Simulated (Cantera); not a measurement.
## Thermodynamics of carbothermic reduction, feed CuO + C + N2

Input: 1 mol CuO, 7.8 mol C, 6.7 mol N2, held at 0.360 bar.

These are equilibrium values from Cantera (NASA tables, ideal gas, pure condensed phases), not measurements of a reactor. Candidate condensed phases: C, Cu, CuO, Cu2O; 27 gas species. Equilibrium is a limit: real reactors are often held back by kinetics, nucleation or transport.

From 2073 K to 2273 K the condensed part is C(graphite) + Cu(l). From 2323 K to 2573 K the condensed part is C(graphite). The main Cu-bearing gas is Cu throughout.

```csv
T (K),log p N2,log p CO,log p Cu,log p Cu2,log p CN,n C(graphite),n Cu(l)
2073,-0.51,-1.34,-2.08,-4.36,-6.11,6.80,0.817
2123,-0.52,-1.35,-1.90,-4.11,-5.85,6.80,0.717
2173,-0.53,-1.35,-1.73,-3.88,-5.61,6.80,0.569
2223,-0.54,-1.37,-1.56,-3.65,-5.38,6.80,0.350
2273,-0.56,-1.38,-1.40,-3.44,-5.17,6.80,0.0258
2323,-0.56,-1.38,-1.39,-3.51,-4.95,6.80,0
2373,-0.56,-1.38,-1.39,-3.60,-4.75,6.80,0
2423,-0.56,-1.38,-1.39,-3.69,-4.55,6.80,0
2473,-0.56,-1.38,-1.39,-3.77,-4.36,6.80,0
2523,-0.56,-1.38,-1.39,-3.86,-4.18,6.80,0
2573,-0.56,-1.38,-1.39,-3.94,-4.01,6.80,0
```
log p: log10 of the partial pressure in bar; n: condensed amount in mol.
